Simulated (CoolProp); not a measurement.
A single-stage vapour-compression cycle with propylene: evaporating at 222.15 K (dew point), condensing at 273.15 K (bubble point), superheat 0 K, subcooling 2 K, compressor efficiency 0.9, no pressure losses. Each further row changes one setting.

Values from CoolProp's reference Helmholtz-energy equation of state, Lemmon 2013.

```csv
case,cooling COP,pressure ratio,discharge temperature (K),refrigerating effect (kJ/kg),volumetric capacity (kJ/m³)
as stated,3.23,6.74,302.9,330,674
evaporating temperature 227.15 K,3.74,5.36,298.8,336,847
condensing temperature 268.15 K,3.67,5.79,296.1,342,698
subcooling 7 K,3.35,6.74,302.9,342,698
superheat 10 K,3.21,6.74,313.6,343,667
compressor efficiency 0.8,2.87,6.74,310.5,330,674
```
